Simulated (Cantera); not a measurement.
What does this Cantera script print?

```python
import numpy as np
import cantera as ct

gas_names = """
    Cu CuF CuF2 CuO Cu2 F FO FO2 F2 F2O O O2 O3
""".split()
cond_names = """
    Cu(cr) Cu(L) CuF2(s) CuF2(L) CuO(s) Cu2O(s) Cu2O(L)
""".split()


# ... load() reads the species with a 1 bar reference pressure and builds the phases ...
atoms = {
    'CuO': {'Cu': 1, 'O': 1},
    'F2': {'F': 2},
}
top_T = {'CuO(s)': 1390}  # K; cautious upper limits of use, not melting points


# ... equilibrate(T, P, feed) seeds the gas with the atoms and calls Mixture.equilibrate('TP', solver="vcs", rtol=1e-11, max_steps=5000) ...
results = []
feed = {'CuO': 1, 'F2': 3.5}  # mol
T = 1800  # K
for P in [1, 5.2, 27, 140, 720, 3700, 19000, 100000]:
    mix = equilibrate(T, P, feed)
    results.append((T, P, feed, dict(zip(mix.species_names, mix.species_moles))))

top = {s: max(r[3][s] / sum(r[3][g] for g in gas_names) for r in results) for s in gas_names}
cols = sorted((s for s in top if top[s] > 1e-05), key=lambda s: -top[s])[:6]
seen = [c for c in cond_names if any(r[3].get(c, 0) > 1e-12 for r in results)]
print("log10 of partial pressures in bar; condensed amounts in mol")
print(f"{'P/Pa':>10s}" + "".join(f"{s[:9]:>10s}" for s in cols + seen))
for T, P, feed, n in results:
    ng = sum(n[g] for g in gas_names)
    print(f"{P:10.4g}" + "".join(f"{np.log10(max(n[s] / ng * P / 1e5, 1e-99)):10.3f}" for s in cols)
          + "".join(f"{n.get(c, 0):10.4g}" for c in seen))
```

It prints:

```
log10 of partial pressures in bar; condensed amounts in mol
      P/Pa         F      CuF2       CuF        O2         O        F2
         1    -5.099    -7.687    -5.890    -6.210    -7.020   -12.041
       5.2    -4.383    -6.273    -5.191    -5.471    -6.650   -10.609
        27    -3.671    -4.950    -4.581    -4.734    -6.282    -9.184
       140    -2.962    -3.851    -4.190    -3.991    -5.910    -7.768
       720    -2.255    -2.999    -4.045    -3.263    -5.546    -6.354
      3700    -1.546    -2.253    -4.009    -2.547    -5.188    -4.935
   1.9e+04    -0.836    -1.535    -4.000    -1.835    -4.832    -3.516
     1e+05    -0.120    -0.810    -3.991    -1.111    -4.470    -2.083
```

Cantera equilibrium calculation (NASA polynomials, part measured and part estimated; ideal gas, pure solids and liquids).
